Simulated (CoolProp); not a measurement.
Vapour-liquid equilibrium of carbon dioxide (1) + n-pentane (2) at 2.35 °C; x and y are mole fractions of (1).

Model: multi-fluid Helmholtz-energy mixture model, Span 1996 and Thol 2019; pair parameters Kunz 2012, in CoolProp.

### Question
Give the bubble pressure and the first vapour's composition at x = 0.125, 0.575, 0.65. Is there an azeotrope?

### Answer
x = 0.125: 0.6171 MPa, y = 0.954; x = 0.575: 2.289 MPa, y = 0.986; x = 0.65: 2.461 MPa, y = 0.987. No azeotrope shows between x = 0.05 and 0.95.

Pair parameters are fitted to limited data, so mixtures are less certain than the pure fluids. The gap from Raoult's law changes sign with composition, which may be real or a fault of the pair parameters; it wasn't checked against measurements.
